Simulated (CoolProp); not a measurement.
A Linde-Hampson liquefier for ethane: isothermal reversible compression at 320 K from 1 atm to 20 MPa, throttling to 1 atm, return gas leaving the recuperator 0 K below the feed. Each further row changes one setting.

Model: reference Helmholtz-energy equation of state, Bücker 2006, in CoolProp.

```csv
case,liquid yield per pass,compression work (kJ/kg of gas)
as stated,0.465,366
high pressure 40 MPa,0.461,414
warm-end temperature 350 K,0.381,429
warm-end gap 5 K,0.458,366
```
